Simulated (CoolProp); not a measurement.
Vapour-liquid equilibrium of benzene (1) + n-decane (2) at 0.903 MPa; x and y are mole fractions of (1).

Computed with CoolProp (multi-fluid Helmholtz-energy mixture model, Thol 2012 and Lemmon 2006; pair parameters Bell 2016).

```tsv
x	bubble temperature (K)	y at the bubble point	dew temperature at overall composition x (K)	liquid density (mol/L)
0.05	550.1	0.131	555.3	3.515
0.125	…	0.316	550.5	3.797
0.2	524.5	0.475	545.4	…
0.275	…	0.602	540.2	4.398
0.35	502.0	0.699	534.6	4.719
0.425	492.4	0.773	528.7	5.056
0.5	…	0.830	522.3	5.414
0.575	476.5	0.873	…	5.799
0.65	469.8	…	507.6	…
0.725	…	0.934	498.8	6.682
0.8	458.4	0.957	488.6	7.198
0.875	453.4	0.975	476.1	7.781
0.95	448.8	0.991	460.1	8.445
```

Complete the blanks.


- 0.125, bubble temperature (K): 537.2
- 0.2, liquid density (mol/L): 4.091
- 0.275, bubble temperature (K): 512.7
- 0.5, bubble temperature (K): 484.0
- 0.575, dew temperature at overall composition x (K): 515.4
- 0.65, y at the bubble point: 0.907
- 0.65, liquid density (mol/L): 6.219
- 0.725, bubble temperature (K): 463.9

No azeotrope shows between x = 0.05 and 0.95.

Pair parameters are fitted to limited data, so mixtures are less certain than the pure fluids.
